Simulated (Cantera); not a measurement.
# Diamond growth

A diamond (100) surface in a fixed gas of H2 with x(CH4) = 0.0064, x(CH3) = 6.1e-05, at 1200 K, 15.0 Torr; coverages are run to steady state.

Cantera simulation using the Harris–Goodwin 1993 mechanism for the reconstructed diamond (100) surface; the numbers are that mechanism's predictions, not measurements.

| x(H) | growth (µm/h) | θ c6HH | θ c6H* | θ c6*H | θ c6** | θ c6HM |
|---|---|---|---|---|---|---|
| 0.0001 | 0.0135 | 0.618 | 0.0272 | 0.348 | 0.00505 | 0.000228 |
| 0.00024 | 0.0359 | 0.531 | 0.0330 | 0.423 | 0.0111 | 0.000308 |
| 0.00058 | 0.0709 | 0.481 | 0.0362 | 0.463 | 0.0185 | 0.000375 |
| 0.0014 | 0.119 | 0.456 | 0.0375 | 0.481 | 0.0246 | 0.000414 |
| 0.0033 | 0.193 | 0.445 | 0.0381 | 0.488 | 0.0281 | 0.000418 |
| 0.008 | 0.330 | 0.440 | 0.0384 | 0.491 | 0.0299 | 0.000381 |
| 0.019 | 0.546 | 0.438 | 0.0385 | 0.492 | 0.0308 | 0.000304 |
| 0.047 | 0.826 | 0.437 | 0.0387 | 0.493 | 0.0312 | 0.000199 |
| 0.11 | 1.06 | 0.437 | 0.0390 | 0.493 | 0.0314 | 0.000112 |
θ: site fractions in the mechanism's names (c6HH fully hydrogenated, c6H* and c6*H radical sites, c6** diradical, c6HM methylated).
